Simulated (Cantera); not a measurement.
## Adiabatic ignition

An adiabatic, constant-volume homogeneous reactor starts with CH4 : CO : O2 : N2 : H2O = 1 : 0.49 : 1.12 : 8.08 : 0.75 (molar parts), equivalence ratio 2.0, at 1375 K and 760 Torr.

Computed with Cantera and GRI-Mech 3.0 (53 species, 325 reactions).

```json
[
 {"t (s)": "3.00e-6", "T (K)": "1375", "P (bar)": "1.01", "x CH4": "0.0874", "x CO": "0.0428", "x O2": "0.0979", "x NO2": "<1e-12", "x HCN": "<1e-12"},
 {"t (s)": "1.15e-5", "T (K)": "1375", "P (bar)": "1.01", "x CH4": "0.0874", "x CO": "0.0428", "x O2": "0.0979", "x NO2": "<1e-12", "x HCN": "<1e-12"},
 {"t (s)": "4.38e-5", "T (K)": "1375", "P (bar)": "1.01", "x CH4": "0.0874", "x CO": "0.0428", "x O2": "0.0979", "x NO2": "<1e-12", "x HCN": "<1e-12"},
 {"t (s)": "0.000168", "T (K)": "1375", "P (bar)": "1.01", "x CH4": "0.0874", "x CO": "0.0428", "x O2": "0.0979", "x NO2": "<1e-12", "x HCN": "<1e-12"},
 {"t (s)": "0.000641", "T (K)": "1375", "P (bar)": "1.01", "x CH4": "0.0874", "x CO": "0.0428", "x O2": "0.0979", "x NO2": "<1e-12", "x HCN": "<1e-12"},
 {"t (s)": "0.00245", "T (K)": "1376", "P (bar)": "1.01", "x CH4": "0.0871", "x CO": "0.0428", "x O2": "0.0977", "x NO2": "<1e-12", "x HCN": "<1e-12"},
 {"t (s)": "0.00936", "T (K)": "1394", "P (bar)": "1.03", "x CH4": "0.0843", "x CO": "0.0431", "x O2": "0.0959", "x NO2": "<1e-12", "x HCN": "<1e-12"},
 {"t (s)": "0.0358", "T (K)": "2316", "P (bar)": "1.84", "x CH4": "1.14e-11", "x CO": "0.0948", "x O2": "6.79e-6", "x NO2": "8.81e-10", "x HCN": "6.99e-8"},
 {"t (s)": "0.137", "T (K)": "2316", "P (bar)": "1.84", "x CH4": "1.13e-11", "x CO": "0.0948", "x O2": "6.81e-6", "x NO2": "7.16e-10", "x HCN": "5.70e-8"},
 {"t (s)": "0.523", "T (K)": "2316", "P (bar)": "1.84", "x CH4": "1.13e-11", "x CO": "0.0948", "x O2": "6.81e-6", "x NO2": "7.13e-10", "x HCN": "5.68e-8"},
 {"t (s)": "2.00", "T (K)": "2316", "P (bar)": "1.84", "x CH4": "1.13e-11", "x CO": "0.0948", "x O2": "6.81e-6", "x NO2": "7.13e-10", "x HCN": "5.68e-8"}
]
```
x: mole fraction; the columns are a selection and need not sum to one.

```json
{
 "time_of_steepest_temperature_rise": "15.4 ms",
 "temperature at 2.00 s": "2316 K",
 "equilibrium_temperature": "2316 K",
 "x(CH4) at 2.00 s": "1.13e-11 (gas-phase equilibrium 1.28e-11)",
 "x(CO) at 2.00 s": "0.0948 (gas-phase equilibrium 0.0948)",
 "x(O2) at 2.00 s": "6.81e-6 (gas-phase equilibrium 6.81e-6)"
}
```
